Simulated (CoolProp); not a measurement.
A single-stage vapour-compression cycle with C3F8 (R218): evaporating at 295.15 K (dew point), condensing at 333.15 K (bubble point), superheat 2 K, subcooling 0 K, compressor efficiency 0.85, no pressure losses. Each further row changes one setting.

Computed with CoolProp (reference Helmholtz-energy equation of state, Lemmon 2006). It is a short technical equation, of lower accuracy than the large ones.

```json
[
 {"case": "as stated", "cooling COP": "3.10", "pressure ratio": "2.54", "discharge temperature (K)": "333.1", "refrigerating effect (kJ/kg)": "30.9", "volumetric capacity (kJ/m³)": "2380"},
 {"case": "evaporating temperature 300.15 K", "cooling COP": "3.95", "pressure ratio": "2.22", "discharge temperature (K)": "333.1", "refrigerating effect (kJ/kg)": "33.6", "volumetric capacity (kJ/m³)": "3000"},
 {"case": "condensing temperature 328.15 K", "cooling COP": "4.27", "pressure ratio": "2.27", "discharge temperature (K)": "328.1", "refrigerating effect (kJ/kg)": "38.3", "volumetric capacity (kJ/m³)": "?"},
 {"case": "subcooling 5 K", "cooling COP": "3.89", "pressure ratio": "2.54", "discharge temperature (K)": "333.1", "refrigerating effect (kJ/kg)": "?", "volumetric capacity (kJ/m³)": "3000"},
 {"case": "superheat 12 K", "cooling COP": "3.61", "pressure ratio": "2.54", "discharge temperature (K)": "?", "refrigerating effect (kJ/kg)": "40.2", "volumetric capacity (kJ/m³)": "2880"},
 {"case": "compressor efficiency 0.75", "cooling COP": "2.73", "pressure ratio": "2.54", "discharge temperature (K)": "333.1", "refrigerating effect (kJ/kg)": "30.9", "volumetric capacity (kJ/m³)": "2380"}
]
```

Q: What belongs in the gaps?

A: 
- condensing temperature 328.15 K, volumetric capacity (kJ/m³): 2950
- subcooling 5 K, refrigerating effect (kJ/kg): 38.8
- superheat 12 K, discharge temperature (K): 338.1

The compression ends wet for: as stated; evaporating temperature 300.15 K; condensing temperature 328.15 K; subcooling 5 K; compressor efficiency 0.75.
